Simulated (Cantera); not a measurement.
Charge: 1 mol C, 7.2 mol H₂, at 725 °C.

These are equilibrium values from Cantera (NASA tables, ideal gas, pure condensed phases), not measurements of a reactor. Candidate condensed phases: C, C₆H₆, C₇H₈, C₈H₁₈; 76 gas species. The ideal-gas law is rough above about 30 bar. Equilibrium is a limit: real reactors are often held back by kinetics, nucleation or transport.

Problem. Which condensed phases are stable at each of these points (P (Pa)): 10, 160, 2500, 40000, 630000, 10000000?

Solution. 
| P (Pa) | condensed phases | C condensed (%) |
|---|---|---|
| 10 | C(graphite) | 100.0 |
| 160 | C(graphite) | 99.9 |
| 2500 | C(graphite) | 98.3 |
| 40000 | C(graphite) | 74.9 |
| 630000 | gas only | 0.0 |
| 10000000 | gas only | 0.0 |

From 0.000100 bar to 0.400 bar the condensed part is C(graphite). From 6.30 bar to 100 bar nothing is condensed.
